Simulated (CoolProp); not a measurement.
Properties of octamethylcyclotetrasiloxane (D4) along the isobar 4040 kPa (Tc = 586.5 K, pc = 1347 kPa, ω = 0.598).

The numbers come from the reference Helmholtz-energy equation of state, Thol 2015 in CoolProp.

| T (K) | phase | cp (kJ/(kg K)) | isothermal compressibility (1/MPa) |
|---|---|---|---|
| 311 | liquid | 1.688 | 0.001574 |
| 337.8 | liquid | 1.736 | 0.001948 |
| 364.6 | liquid | 1.789 | 0.002435 |
| 391.3 | liquid | 1.846 | 0.003075 |
| 418.1 | liquid | 1.905 | 0.003939 |
| 444.9 | liquid | 1.965 | 0.005130 |
| 471.7 | liquid | 2.026 | 0.006825 |
| 498.5 | liquid | 2.086 | 0.009332 |
